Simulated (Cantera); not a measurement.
Charge: 1 mol Ti(OiPr)4, 11 mol H2, at 47.3 Torr.

Method: chemical equilibrium by Gibbs-energy minimisation in Cantera with the NASA 1993 tables (ideal gas, pure condensed phases). Candidate condensed phases: C, C6H6, C7H8, C8H18, H2O, Ti, TiC, TiO, TiO2, Ti2O3, Ti3O5, Ti4O7; 113 gas species. The feed counts by its element totals alone. TiC: taken at fixed stoichiometry. Condensed phases not in the tables: Magnéli phases beyond Ti4O7. Kinetics and transport are ignored.

x: gas mole fraction; n: condensed amount in mol.

| T (K) | x H2 | x CO | x CH4 | x H | x H2O | n C(graphite) | n Ti4O7(s) | n Ti3O5(s) | n TiC(s) |
|---|---|---|---|---|---|---|---|---|---|
| 1150 | 0.916 | 0.0824 | 0.00124 | [?] | 0.000223 | 9.72 | 0.250 | 0 | 0 |
| 1250 | 0.914 | 0.0853 | 0.000579 | [?] | 7.40e-5 | 9.65 | 0 | 0.333 | 0 |
| 1350 | 0.862 | 0.138 | 0.000270 | [?] | 4.29e-5 | 6.99 | 0 | 0 | 1.00 |
| 1450 | 0.862 | 0.138 | 0.000155 | [?] | 1.87e-5 | 7.00 | 0 | 0 | 1.00 |
| 1550 | 0.862 | 0.138 | 9.51e-5 | [?] | 9.07e-6 | 7.00 | 0 | 0 | 1.00 |
| 1650 | 0.862 | 0.138 | 6.22e-5 | [?] | 4.82e-6 | 7.00 | 0 | 0 | 1.00 |
| 1750 | 0.861 | 0.138 | 4.27e-5 | [?] | 2.75e-6 | 6.99 | 0 | 0 | 1.00 |

Question: Some entries are withheld; supply them.

Answer: 
- 1150, x H: 2.85e-7
- 1250, x H: 1.84e-6
- 1350, x H: 8.81e-6
- 1450, x H: 3.50e-5
- 1550, x H: 0.000116
- 1650, x H: 0.000336
- 1750, x H: 0.000860
